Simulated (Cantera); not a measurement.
A perfectly stirred reactor is fed with C2H6 : N2 = 1 : 32 (molar parts), at 0.257 atm; it is held at 1550 K, and followed from long to short residence time.

Cantera simulation using GRI-Mech 3.0 (53 species, 325 reactions); the numbers are that mechanism's predictions, not measurements. GRI-Mech 3.0 stops at C3 and has no aromatics, soot or wall deposition, so with more carbon than oxygen in the feed, carbon stays in small species such as C2H2 where larger ones or solid carbon would form.

What does this change do: temperature 1550 to 1000 K?


```json
[
 {"quantity": "x(C2H6) at τ = 0.380 s", "before": "5.72e-5", "after": "0.0279"},
 {"quantity": "x(H2) at τ = 0.380 s", "before": "0.0479", "after": "0.00223"},
 {"quantity": "x(H) at τ = 0.380 s", "before": "4.56e-5", "after": "5.18e-8"},
 {"quantity": "x(CH2) at τ = 0.380 s", "before": "8.97e-8", "after": "<1e-12"},
 {"quantity": "x(CH4) at τ = 0.380 s", "before": "0.00599", "after": "6.52e-5"},
 {"quantity": "x(C2H6) at τ = 6.90 ms", "before": "0.00143", "after": "0.0303"},
 {"quantity": "x(H2) at τ = 6.90 ms", "before": "0.0369", "after": "4.93e-6"},
 {"quantity": "x(H) at τ = 6.90 ms", "before": "0.000107", "after": "5.78e-9"},
 {"quantity": "x(CH2) at τ = 6.90 ms", "before": "1.04e-6", "after": "<1e-12"},
 {"quantity": "x(CH4) at τ = 6.90 ms", "before": "0.00864", "after": "2.29e-7"}
]
```
